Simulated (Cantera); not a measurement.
**Si₂Cl₆ + Cl₂ + N₂ (silicon epitaxy and polysilicon growth)**

Feed: 1 mol Si₂Cl₆, 0.026 mol Cl₂, 10 mol N₂, at 1073.15 K and 0.100 bar.

Cantera equilibrium calculation (NASA polynomials, part measured and part estimated; ideal gas, pure solids and liquids). Candidate condensed phases: Si, Si₃N₄; 13 gas species. The feed counts by its element totals alone. N₂ is the only nitrogen source here; it is nearly inert below about 1500 K, so the nitride shown seldom forms there in practice. The tables' values for SiCl₃ are old estimates; treat these amounts as uncertain. The numbers say what is thermodynamically allowed, not how fast it happens.

```yaml
x(N₂): 0.865
x(SiCl₄): 0.135
x(SiCl₃): 0.000211
x(SiCl₂): 5.28e-6
n(Si₃N₄(s)): 0.162 mol
gas_amount: 11.19 mol
log10 activity of Si(s) (absent): -5.60
```
